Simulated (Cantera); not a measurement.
Cantera run:

```python
import numpy as np
import cantera as ct

gas_names = """
    Fe FeO Fe(OH)2 H HO2 H2 H2O H2O2 O OH O2 O3
""".split()
cond_names = """
    Fe(a) Fe(c) Fe(d) Fe(L) FeO(s) FeO(L) Fe(OH)2(s) Fe(OH)3(s) Fe2O3(s) Fe3O4(s) H2O(s) H2O(L)
""".split()


# ... load() reads the species with a 1 bar reference pressure and builds the phases ...
atoms = {
    'Fe2O3': {'Fe': 2, 'O': 3},
    'H2': {'H': 2},
    'H2O': {'H': 2, 'O': 1},
}
top_T = {'Fe2O3(s)': 1830, 'Fe3O4(s)': 1870}  # K; cautious upper limits of use, not melting points


# ... equilibrate(T, P, feed) seeds the gas with the atoms and calls Mixture.equilibrate('TP', solver="vcs", rtol=1e-11, max_steps=5000) ...
results = []
T = 2223  # K
P = 1000  # Pa
for m in [31, 39, 48, 61, 76, 96, 120, 150, 190, 240]:
    feed = {'Fe2O3': 1, 'H2': m, 'H2O': 1.9}  # mol
    mix = equilibrate(T, P, feed)
    results.append((T, P, feed, dict(zip(mix.species_names, mix.species_moles))))
    x = sorted(zip(gas.X, gas.species_names), reverse=True)
    print(f"T = {T:g} K  P = {P:g} Pa  n(H2) = {m:g} mol  gas = {mix.phase_moles(0):.4g} mol")
    print("   x: " + "  ".join(f"{s} {v:.3e}" for v, s in x if v > 1e-06))
    print("   condensed (mol): " + ("  ".join(f"{mix.phase(i).name} {mix.phase_moles(i):.4g}"
          for i in range(1, mix.n_phases) if mix.phase_moles(i) > 1e-12) or "none"))
```

Output:

```
T = 2223 K  P = 1000 Pa  n(H2) = 31 mol  gas = 35.93 mol
   x: H2 7.527e-01  H2O 1.345e-01  H 5.558e-02  Fe 5.534e-02  OH 1.435e-03  FeO 3.188e-04  O 7.347e-05  Fe(OH)2 7.781e-06  O2 5.526e-06
   condensed (mol): none
T = 2223 K  P = 1000 Pa  n(H2) = 39 mol  gas = 44.18 mol
   x: H2 7.872e-01  H2O 1.095e-01  H 5.684e-02  Fe 4.506e-02  OH 1.142e-03  FeO 2.020e-04  O 5.717e-05  Fe(OH)2 4.012e-06  O2 3.346e-06
   condensed (mol): none
T = 2223 K  P = 1000 Pa  n(H2) = 48 mol  gas = 53.47 mol
   x: H2 8.133e-01  H2O 9.052e-02  H 5.777e-02  Fe 3.727e-02  OH 9.286e-04  FeO 1.337e-04  O 4.575e-05  Fe(OH)2 2.195e-06  O2 2.143e-06
   condensed (mol): none
T = 2223 K  P = 1000 Pa  n(H2) = 61 mol  gas = 66.89 mol
   x: H2 8.383e-01  H2O 7.240e-02  H 5.865e-02  Fe 2.982e-02  OH 7.316e-04  FeO 8.299e-05  O 3.550e-05  O2 1.290e-06  Fe(OH)2 1.090e-06
   condensed (mol): none
T = 2223 K  P = 1000 Pa  n(H2) = 76 mol  gas = 82.37 mol
   x: H2 8.570e-01  H 5.930e-02  H2O 5.882e-02  Fe 2.423e-02  OH 5.878e-04  FeO 5.358e-05  O 2.821e-05
   condensed (mol): none
T = 2223 K  P = 1000 Pa  n(H2) = 96 mol  gas = 103 mol
   x: H2 8.732e-01  H 5.986e-02  H2O 4.705e-02  Fe 1.938e-02  OH 4.658e-04  FeO 3.365e-05  O 2.215e-05
   condensed (mol): none
T = 2223 K  P = 1000 Pa  n(H2) = 120 mol  gas = 127.8 mol
   x: H2 8.857e-01  H 6.029e-02  H2O 3.793e-02  Fe 1.563e-02  OH 3.729e-04  FeO 2.157e-05  O 1.760e-05
   condensed (mol): none
T = 2223 K  P = 1000 Pa  n(H2) = 150 mol  gas = 158.7 mol
   x: H2 8.959e-01  H 6.063e-02  H2O 3.054e-02  Fe 1.259e-02  OH 2.985e-04  O 1.401e-05  FeO 1.383e-05
   condensed (mol): none
T = 2223 K  P = 1000 Pa  n(H2) = 190 mol  gas = 200 mol
   x: H2 9.046e-01  H 6.093e-02  H2O 2.424e-02  Fe 9.990e-03  OH 2.358e-04  O 1.102e-05  FeO 8.628e-06
   condensed (mol): none
T = 2223 K  P = 1000 Pa  n(H2) = 240 mol  gas = 251.6 mol
   x: H2 9.114e-01  H 6.116e-02  H2O 1.927e-02  Fe 7.943e-03  OH 1.868e-04  O 8.692e-06  FeO 5.413e-06
   condensed (mol): none
```

These are equilibrium values from Cantera (NASA tables, ideal gas, pure condensed phases), not measurements of a reactor.
